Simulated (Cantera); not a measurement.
**Hydrocarbon pyrolysis for carbon deposition**

An isothermal, constant-pressure homogeneous reactor starts with 43.5 % C₃H₈, 56.5 % H₂, at 1825 K and 0.217 atm.

Cantera simulation using GRI-Mech 3.0 (53 species, 325 reactions); the numbers are that mechanism's predictions, not measurements. GRI-Mech 3.0 was tuned for natural gas; its chemistry of propane as a main component is partial and can be far from experiment. GRI-Mech 3.0 stops at C3 and has no aromatics, soot or wall deposition, so with more carbon than oxygen in the feed, carbon stays in small species such as C2H2 where larger ones or solid carbon would form.

| t (s) | x C₃H₈ | x H₂ | x CH₃ | x C₂H₄ | x C₂H₂ |
|---|---|---|---|---|---|
| 4.00e-6 | 0.281 | 0.520 | 0.0587 | 0.0680 | 0.000497 |
| 1.64e-5 | 0.0212 | 0.455 | 0.0528 | 0.216 | 0.0380 |
| 6.72e-5 | 1.81e-5 | 0.514 | 0.00955 | 0.126 | 0.143 |
| 0.000275 | 3.20e-7 | 0.555 | 0.00322 | 0.0525 | 0.204 |
| 0.00113 | 1.56e-7 | 0.587 | 0.00272 | 0.00700 | 0.242 |
| 0.00463 | 6.15e-8 | 0.628 | 0.00205 | 0.00212 | 0.257 |
| 0.0190 | 5.60e-9 | 0.679 | 0.000941 | 0.00106 | 0.272 |
| 0.0778 | 1.84e-10 | 0.706 | 0.000279 | 0.000871 | 0.279 |
| 0.319 | 2.23e-11 | 0.713 | 9.29e-5 | 0.000865 | 0.281 |
| 1.31 | 1.70e-11 | 0.713 | 7.61e-5 | 0.000865 | 0.282 |
| 5.36 | 1.70e-11 | 0.713 | 7.61e-5 | 0.000865 | 0.282 |
| 22.0 | 1.70e-11 | 0.713 | 7.61e-5 | 0.000865 | 0.282 |
| 90.0 | 1.70e-11 | 0.713 | 7.61e-5 | 0.000865 | 0.282 |
x: mole fraction; the columns are a selection and need not sum to one.

Equilibrium at this temperature and pressure: C₃H₈ 1.70e-11, H₂ 0.713, CH₃ 7.61e-5, C₂H₄ 0.000865, C₂H₂ 0.282 (gas phase only).
